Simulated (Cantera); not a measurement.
# Adiabatic ignition

An adiabatic, constant-volume homogeneous reactor starts with CH₄ : O₂ : N₂ : CO₂ = 1 : 1.67 : 6.27 : 0.51 (molar parts), equivalence ratio 1.2, at 1525 K and 530000 Pa.

Detailed kinetics in Cantera: GRI-Mech 3.0 (53 species, 325 reactions).

```
t (s)     T (K)  P (bar)   x CH₄     x O₂   x CO₂   x C₂H      x NO     x CH₃    x C₂H₄
--------  -----  -------  ------  -------  ------  ------  --------  --------  --------
3.00e-6    1525     5.30   0.106    0.177  0.0540  <1e-12    <1e-12   3.61e-6  1.69e-10
8.05e-6    1525     5.30   0.106    0.177  0.0540  <1e-12    <1e-12   1.19e-5   5.24e-9
2.16e-5    1525     5.30   0.106    0.177  0.0540  <1e-12    <1e-12   4.53e-5   2.04e-7
5.79e-5    1526     5.30   0.105    0.176  0.0540  <1e-12    <1e-12  0.000133   6.82e-6
0.000155   1539     5.35   0.103    0.175  0.0540  <1e-12  4.41e-12  0.000266  0.000124
0.000417   2990     11.1  <1e-12  0.00897  0.0743  <1e-12   0.00699  1.82e-12    <1e-12
0.00112    2985     11.0  <1e-12  0.00859  0.0741  <1e-12   0.00844  1.85e-12    <1e-12
0.00300    2985     11.0  <1e-12  0.00859  0.0741  <1e-12   0.00844  1.85e-12    <1e-12
0.00805    2985     11.0  <1e-12  0.00859  0.0741  <1e-12   0.00844  1.85e-12    <1e-12
0.0216     2985     11.0  <1e-12  0.00859  0.0741  <1e-12   0.00844  1.85e-12    <1e-12
0.0579     2985     11.0  <1e-12  0.00859  0.0741  <1e-12   0.00844  1.85e-12    <1e-12
0.155      2985     11.0  <1e-12  0.00859  0.0741  <1e-12   0.00844  1.85e-12    <1e-12
0.417      2985     11.0  <1e-12  0.00859  0.0741  <1e-12   0.00844  1.85e-12    <1e-12
1.12       2985     11.0  <1e-12  0.00859  0.0741  <1e-12   0.00844  1.85e-12    <1e-12
3.00       2985     11.0  <1e-12  0.00859  0.0741  <1e-12   0.00844  1.85e-12    <1e-12
```
x: mole fraction; the columns are a selection and need not sum to one.

| Item | Result |
|---|---|
| time of steepest temperature rise | 0.279 ms |
| temperature at 3.00 s | 2985 K |
| equilibrium temperature | 2985 K |
| x(CH₄) at 3.00 s | <1e-12 (gas-phase equilibrium <1e-12) |
| x(O₂) at 3.00 s | 0.00859 (gas-phase equilibrium 0.00859) |
| x(CO₂) at 3.00 s | 0.0741 (gas-phase equilibrium 0.0741) |
